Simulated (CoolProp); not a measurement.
Vapour-liquid equilibrium of R143a (1) + R1234yf (2) at 15.75 °C; x and y are mole fractions of (1).

Model: multi-fluid Helmholtz-energy mixture model, Lemmon and Jacobsen 2000 and Lemmon 2022; pair parameters Bell 2016, in CoolProp.

| x | bubble pressure (MPa) | y at the bubble point | dew pressure at overall composition x (MPa) | liquid density (mol/L) |
|---|---|---|---|---|
| 0.05 | 0.5472 | 0.086 | 0.5364 | 9.930 |
| 0.2 | 0.6203 | 0.303 | 0.5836 | 10.15 |
| 0.35 | 0.6905 | 0.477 | 0.6381 | 10.37 |
| 0.5 | 0.7590 | 0.622 | 0.7009 | 10.61 |
| 0.65 | 0.8265 | 0.749 | 0.7731 | 10.87 |
| 0.8 | 0.8938 | 0.863 | 0.8559 | 11.13 |
| 0.95 | 0.9613 | 0.967 | 0.9500 | 11.41 |

No azeotrope shows between x = 0.05 and 0.95.

Pair parameters are fitted to limited data, so mixtures are less certain than the pure fluids.
